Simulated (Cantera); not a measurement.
## AlN + H2 (nitride etching)

A closed system holds: 1 mol AlN, 460 mol H2, equilibrated at 29.0 Pa.

Equilibrium computed with Cantera from the NASA thermochemical tables; the gas is ideal and each condensed phase is pure. Candidate condensed phases: Al, AlN; 13 gas species. Rates play no part.

From 600 °C to 1275 °C the condensed part is AlN(s). From 1350 °C to 1500 °C nothing is condensed.

| T (°C) | x H2 | x H | x Al | x N2 | x AlH | x Al2 | n AlN(s) |
|---|---|---|---|---|---|---|---|
| 600 | 1.00 | 2.75e-9 | <1e-12 | <1e-12 | <1e-12 | <1e-12 | 1.00 |
| 675 | 1.00 | 3.08e-8 | 1.31e-12 | <1e-12 | <1e-12 | <1e-12 | 1.00 |
| 750 | 1.00 | 2.43e-7 | 7.31e-11 | 4.75e-11 | 2.28e-11 | <1e-12 | 1.00 |
| 825 | 1.000 | 1.45e-6 | 2.36e-9 | 1.38e-9 | 4.10e-10 | <1e-12 | 1.000 |
| 900 | 1.000 | 6.92e-6 | 4.80e-8 | 2.65e-8 | 5.03e-9 | <1e-12 | 1.000 |
| 975 | 1.000 | 2.74e-5 | 6.75e-7 | 3.60e-7 | 4.51e-8 | <1e-12 | 1.000 |
| 1050 | 1.000 | 9.31e-5 | 6.98e-6 | 3.65e-6 | 3.13e-7 | <1e-12 | 0.997 |
| 1125 | 1.000 | 0.000278 | 5.59e-5 | 2.88e-5 | 1.76e-6 | 2.44e-11 | 0.973 |
| 1200 | 0.999 | 0.000742 | 0.000361 | 0.000185 | 8.25e-6 | 4.77e-10 | 0.830 |
| 1275 | 0.995 | 0.00180 | 0.00194 | 0.000987 | 3.32e-5 | 6.95e-9 | 0.0885 |
| 1350 | 0.993 | 0.00404 | 0.00213 | 0.00108 | 2.80e-5 | 4.52e-9 | 0 |
| 1425 | 0.988 | 0.00844 | 0.00214 | 0.00108 | 2.21e-5 | 2.57e-9 | 0 |
| 1500 | 0.980 | 0.0165 | 0.00213 | 0.00107 | 1.76e-5 | 1.53e-9 | 0 |
x: gas mole fraction; n: condensed amount in mol.
